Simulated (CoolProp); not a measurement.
Vapour-liquid equilibrium of acetone (1) + n-nonane (2) at 51.65 °C; x and y are mole fractions of (1).

Computed with CoolProp (multi-fluid Helmholtz-energy mixture model, Lemmon 2006 and Lemmon 2006; pair parameters Bell 2016).

| x | bubble pressure, mixture model (bar) | bubble pressure, Raoult's law (bar) | y, mixture model | y, Raoult's law |
|---|---|---|---|---|
| 0.05 | 0.1978 | 0.06846 | ? | 0.635 |
| 0.2 | 0.5102 | 0.1948 | 0.954 | 0.892 |
| 0.35 | ? | 0.3212 | ? | 0.947 |
| 0.5 | 0.6781 | 0.4476 | ? | 0.971 |
| 0.65 | 0.7081 | 0.5740 | ? | 0.984 |
| 0.8 | ? | 0.7004 | ? | 0.992 |
| 0.95 | 0.8335 | 0.8268 | 0.992 | 0.998 |

Some entries are withheld; supply them.


- 0.05, y, mixture model: 0.870
- 0.35, bubble pressure, mixture model (bar): 0.6331
- 0.35, y, mixture model: 0.965
- 0.5, y, mixture model: 0.969
- 0.65, y, mixture model: 0.972
- 0.8, bubble pressure, mixture model (bar): 0.7544
- 0.8, y, mixture model: 0.978

The largest gap from Raoult's law is +188.9 % in bubble pressure, at x = 0.05. No azeotrope shows between x = 0.05 and 0.95.

The pair parameters rest on a limited set of measurements; away from them the model extrapolates. With so large a gap from Raoult's law the liquid may split in two, which this calculation doesn't test in full.
